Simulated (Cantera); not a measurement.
Feed: 1 mol Zr, a varied amount of N₂O, 13 mol H₂, held at 2050 K and 0.000950 bar.

Cantera equilibrium calculation (NASA polynomials, part measured and part estimated; ideal gas, pure solids and liquids). Candidate condensed phases: H₂O, Zr, ZrN, ZrO₂; 28 gas species. Mutual solubility and eutectic melting of coexisting phases are not modelled. ZrN: taken at fixed stoichiometry. Condensed phases not in the tables: solid solutions among these carbides, nitrides and lower oxides. Equilibrium is a limit: real reactors are often held back by kinetics, nucleation or transport.

Task: At 1.7 mol N₂O, list the 4 most abundant gas species with their mole fractions, and the condensed phases.

Result: H₂ 0.826, N₂ 0.107, H 0.0669, H₂O 2.48e-5. Condensed: ZrN(s) + ZrO₂(tetragonal).
